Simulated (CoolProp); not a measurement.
Vapour-liquid equilibrium of CHF3 (R23) (1) + propane (2) at 2.25 °C; x and y are mole fractions of (1).

Model: multi-fluid Helmholtz-energy mixture model, Penoncello 2003 and Lemmon 2009; pair parameters Bell 2016, in CoolProp.

```tsv
x	bubble pressure (MPa)	y at the bubble point	dew pressure at overall composition x (MPa)	liquid density (mol/L)
0.05	0.8595	[?]	0.5366	11.99
0.15	[?]	0.619	0.6044	12.13
0.25	1.765	0.697	0.6905	12.24
0.35	2.002	0.736	0.8032	12.35
0.45	2.162	0.762	0.9575	12.44
0.55	[?]	0.783	1.181	12.54
0.65	2.396	0.807	1.531	12.69
0.75	2.503	0.839	2.089	12.94
0.85	2.598	0.884	2.533	13.38
0.95	2.654	0.952	2.653	[?]
```

Problem. What belongs in the gaps?

Solution. 
- 0.05, y at the bubble point: 0.391
- 0.15, bubble pressure (MPa): 1.402
- 0.55, bubble pressure (MPa): 2.285
- 0.95, liquid density (mol/L): 14.07

No azeotrope shows between x = 0.05 and 0.95.

The pair parameters rest on a limited set of measurements; away from them the model extrapolates. With so large a gap from Raoult's law the liquid may split in two, which this calculation doesn't test in full.
